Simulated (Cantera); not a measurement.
A perfectly stirred reactor is fed with NH₃ : N₂ = 1 : 0.17 (molar parts), at 2300 Pa; it is held at 2175 K, and followed from long to short residence time.

Model: the gas-phase N/H chemistry of the illustrative SiF4/NH3 mechanism in the Surface Chemkin manual (1991), integrated in Cantera. Walls and surfaces, which speed up NH3 decomposition in real reactors, are not modelled.

x: mole fraction; the columns are a selection and need not sum to one.

```
τ (s)   x NH₃    x H₂      x N   x N₂H₄     x NH
------  -----  ------  -------  -------  -------
0.72    0.138   0.578  4.21e-6  1.89e-9  3.71e-5
0.42    0.209   0.521  4.13e-6  3.36e-9  4.24e-5
0.24      [?]     [?]  3.94e-6      [?]  4.74e-5
0.14    0.417   0.353  3.62e-6  8.92e-9  5.08e-5
0.081   0.532   0.260  3.15e-6  1.28e-8  5.22e-5
0.047   0.633   0.177  2.54e-6  1.71e-8  5.12e-5
0.027   0.713   0.112  1.84e-6  2.13e-8  4.78e-5
0.016   0.766  0.0693  1.23e-6  2.47e-8  4.31e-5
0.0091  0.804  0.0392  7.13e-7  2.70e-8  3.74e-5
0.0053  0.825  0.0216  3.90e-7  2.70e-8  3.19e-5
0.0031  0.838     [?]      [?]      [?]      [?]
```

Q: What belongs in the gaps?

A: 
- 0.24, x NH₃: 0.306
- 0.24, x H₂: 0.442
- 0.24, x N₂H₄: 5.75e-9
- 0.0031, x H₂: 0.0113
- 0.0031, x N: 2.01e-7
- 0.0031, x N₂H₄: 2.42e-8
- 0.0031, x NH: 2.63e-5
